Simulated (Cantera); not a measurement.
# Transport properties of process gases

Gas mixture: 72.6 % NO, 27.4 % N₂, at 0.000849 atm, frozen composition.

Cantera's kinetic-theory transport with the Lennard-Jones parameters of GRI-Mech 3.0, ideal gas; thermal conductivity in the mixture-averaged form. The composition is frozen, though it would react at the higher temperatures.

```json
[
 {"T (K)": "400", "ρ (kg/m³)": "0.000762", "cp (J/kg/K)": "1011", "μ (µPa s)": "22.9", "λ (mW/m/K)": "32.5", "Pr": "0.712", "D (cm²/s) O": "623", "D (cm²/s) CO₂": "309", "D (cm²/s) N₂": "399"},
 {"T (K)": "650", "ρ (kg/m³)": "0.000469", "cp (J/kg/K)": "1062", "μ (µPa s)": "32.0", "λ (mW/m/K)": "48.2", "Pr": "0.705", "D (cm²/s) O": "1420", "D (cm²/s) CO₂": "725", "D (cm²/s) N₂": "912"},
 {"T (K)": "900", "ρ (kg/m³)": "0.000339", "cp (J/kg/K)": "1123", "μ (µPa s)": "39.7", "λ (mW/m/K)": "63.0", "Pr": "0.708", "D (cm²/s) O": "2450", "D (cm²/s) CO₂": "1260", "D (cm²/s) N₂": "1570"},
 {"T (K)": "1150", "ρ (kg/m³)": "0.000265", "cp (J/kg/K)": "1164", "μ (µPa s)": "46.6", "λ (mW/m/K)": "76.8", "Pr": "0.707", "D (cm²/s) O": "3680", "D (cm²/s) CO₂": "1910", "D (cm²/s) N₂": "2370"},
 {"T (K)": "1400", "ρ (kg/m³)": "0.000218", "cp (J/kg/K)": "1194", "μ (µPa s)": "53.0", "λ (mW/m/K)": "89.6", "Pr": "0.706", "D (cm²/s) O": "5100", "D (cm²/s) CO₂": "2660", "D (cm²/s) N₂": "3290"},
 {"T (K)": "1650", "ρ (kg/m³)": "0.000185", "cp (J/kg/K)": "1217", "μ (µPa s)": "58.9", "λ (mW/m/K)": "102", "Pr": "0.705", "D (cm²/s) O": "6690", "D (cm²/s) CO₂": "3490", "D (cm²/s) N₂": "4310"},
 {"T (K)": "1900", "ρ (kg/m³)": "0.000160", "cp (J/kg/K)": "1234", "μ (µPa s)": "64.5", "λ (mW/m/K)": "113", "Pr": "0.705", "D (cm²/s) O": "8460", "D (cm²/s) CO₂": "4420", "D (cm²/s) N₂": "5450"}
]
```
D: mixture-averaged diffusion coefficient of that species in the mixture.
